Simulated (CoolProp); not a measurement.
Model: reference Helmholtz-energy equation of state, de Reuck 1990, in CoolProp.

Task: For fluorine, give the phase and the density (kg/m³), cp (kJ/(kg K)), expansivity (1/kK) at -107.75 °C and 6.99 bar; -107.75 °C and 21 bar; -107.75 °C and 26.2 bar.

Result: 
- -107.75 °C and 6.99 bar: gas; density 19.9, cp 0.815, expansivity 6.64
- -107.75 °C and 21 bar: gas; density 63.9, cp 0.920, expansivity 8.19
- -107.75 °C and 26.2 bar: gas; density 82.0, cp 0.968, expansivity 8.92
